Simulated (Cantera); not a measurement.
Diamond growth

A diamond (100) surface in a fixed gas of H2 with x(CH4) = 0.007, x(H) = 0.00075, x(CH3) = 3e-05, 0.0859 atm; coverages are run to steady state.

Computed with Cantera and the Harris–Goodwin 1993 mechanism for the reconstructed diamond (100) surface.

```csv
T (K),growth (µm/h),θ c6HH,θ c6H*,θ c6*H,θ c6**,θ c6HM
925,0.878,0.646,0.0117,0.302,0.00496,0.0280
1000,1.13,0.587,0.0177,0.362,0.00853,0.0178
1075,0.965,0.537,0.0246,0.413,0.0130,0.00809
1150,0.511,0.495,0.0319,0.452,0.0178,0.00219
1225,0.286,0.462,0.0390,0.476,0.0220,0.000464
1300,0.229,0.441,0.0457,0.488,0.0251,9.77e-5
1375,0.171,0.432,0.0516,0.490,0.0269,2.12e-5
```
θ: site fractions in the mechanism's names (c6HH fully hydrogenated, c6H* and c6*H radical sites, c6** diradical, c6HM methylated).
